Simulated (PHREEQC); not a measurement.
0.05 g of hydrous ferric oxide (600 m²/g; 0.2 weak and 0.005 strong sites per Fe, Dzombak-Morel constants, diffuse double layer) in 1 kg of water with 0.05 mol/kgw of an inert sodium salt, at 25 °C; the pH is set by adding NaOH or the inert anion's acid. O2 is buffered at 0.21 atm. The system is closed to CO2. Precipitation was switched off in this run.

Base run: PHREEQC, ion-association model, wateq4f.dat. Each further column changes one thing. The table gives surface potential ψ (mV).

```tsv
pH	base	background salt from 0.05 to 0.005 mol/kgw	oxide from 0.05 to 0.25 g/kgw	1.4e-05 mol/kgw Ag2SO4 added
3	169	215	169	156
3.67	165	203	164	152
4.33	153	183	153	141
5	135	158	135	125
5.67	112	129	112	105
6.33	86	97	86	83
7	56	62	56	55
7.67	22	25	22	22
8.33	-11	-12	-11	-11
9	-45	-50	-45	-44
9.67	-76	-86	-76	-74
10.33	-104	-119	-104	-100
11	-128	-148	-128	-122
```

The oxide is taken as insoluble; below pH 4 it would dissolve.
